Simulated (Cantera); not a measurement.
Charge: 1 mol Si, 0.11 mol CO2, 6.8 mol N2, at 24.0 Torr.

These are equilibrium values from Cantera (NASA tables, ideal gas, pure condensed phases), not measurements of a reactor. Candidate condensed phases: C, Si, SiC, SiO2, Si2N2O, Si3N4; 34 gas species. N2 is the only nitrogen source here; it is nearly inert below about 1500 K, so the nitride shown seldom forms there in practice. Mutual solubility and eutectic melting of coexisting phases are not modelled. The numbers say what is thermodynamically allowed, not how fast it happens.

Q: Which condensed phases are stable at each of these points (T (K)): 1300, 1350, 1400, 1450, 1500, 1550, 1600, 1650, 1700, 1750, 1800, 1850, 1900, 1950?

A: 
```csv
T (K),condensed phases,Si condensed (%)
1300,C(graphite) + Si2N2O(s) + Si3N4(s),100.0
1350,C(graphite) + Si2N2O(s) + Si3N4(s),100.0
1400,C(graphite) + Si2N2O(s) + Si3N4(s),100.0
1450,SiC(s) + Si2N2O(s) + Si3N4(s),100.0
1500,SiC(s) + Si2N2O(s) + Si3N4(s),100.0
1550,SiC(s) + Si2N2O(s) + Si3N4(s),100.0
1600,SiC(s) + Si2N2O(s) + Si3N4(s),100.0
1650,SiC(s) + Si2N2O(s) + Si3N4(s),99.9
1700,SiC(s) + Si2N2O(s) + Si3N4(s),99.6
1750,SiC(s) + Si2N2O(s) + Si3N4(s),98.6
1800,SiC(s) + Si2N2O(s) + Si3N4(s),95.7
1850,SiC(s) + Si2N2O(s) + Si3N4(s),87.7
1900,Si(l) + SiC(s),81.1
1950,Si(l) + SiC(s),81.7
```

From 1300 K to 1400 K the condensed part is C(graphite) + Si2N2O(s) + Si3N4(s). From 1450 K to 1850 K the condensed part is SiC(s) + Si2N2O(s) + Si3N4(s). From 1900 K to 1950 K the condensed part is Si(l) + SiC(s).
